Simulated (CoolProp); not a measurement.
Aqueous potassium carbonate as a coolant, 7 % by mass, freezing at -2.4 °C, 1 atm.

Values from CoolProp's Melinder's fits for secondary coolants.

```json
[
 {"T (°C)": "-0.7", "Prandtl number": "14.0", "viscosity (mPa s)": "2.06", "density (kg/m³)": "1067", "cp (kJ/(kg K))": "3.788"},
 {"T (°C)": "5.4", "Prandtl number": "11.4", "viscosity (mPa s)": "1.71", "density (kg/m³)": "1067", "cp (kJ/(kg K))": "3.795"},
 {"T (°C)": "11.6", "Prandtl number": "9.49", "viscosity (mPa s)": "1.44", "density (kg/m³)": "1065", "cp (kJ/(kg K))": "3.804"},
 {"T (°C)": "17.8", "Prandtl number": "8.01", "viscosity (mPa s)": "1.23", "density (kg/m³)": "1063", "cp (kJ/(kg K))": "3.813"},
 {"T (°C)": "24", "Prandtl number": "6.85", "viscosity (mPa s)": "1.07", "density (kg/m³)": "1061", "cp (kJ/(kg K))": "3.823"},
 {"T (°C)": "30.2", "Prandtl number": "5.92", "viscosity (mPa s)": "0.941", "density (kg/m³)": "1059", "cp (kJ/(kg K))": "3.833"}
]
```
